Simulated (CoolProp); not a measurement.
The fluid at 448.37 K and 4.21 MPa is throttled through a valve to 2.48 MPa with no heat exchange. The same conditions are run with several fluids, on thermodynamics alone (safety and materials aside).

The numbers come from the reference Helmholtz-energy equation of state of each fluid (tetrahydrofuran: Fiedler 2023; hexamethyldisiloxane (MM): Thol 2016; n-decane: Lemmon 2006; R113: Marx 1992; octamethyltrisiloxane (MDM): Thol 2017) in CoolProp.

Problem. Rank tetrahydrofuran, hexamethyldisiloxane (MM), n-decane, R113, octamethyltrisiloxane (MDM) by temperature change (K), highest first.

Solution. n-decane (+0.4), octamethyltrisiloxane (MDM) (+0.2), tetrahydrofuran (-0.0), hexamethyldisiloxane (MM) (-0.1), R113 (-1.2)

| fluid | final density (kg/m³) |
|---|---|
| tetrahydrofuran | 695 |
| hexamethyldisiloxane (MM) | 586 |
| n-decane | 608 |
| R113 | 1110 |
| octamethyltrisiloxane (MDM) | 658 |
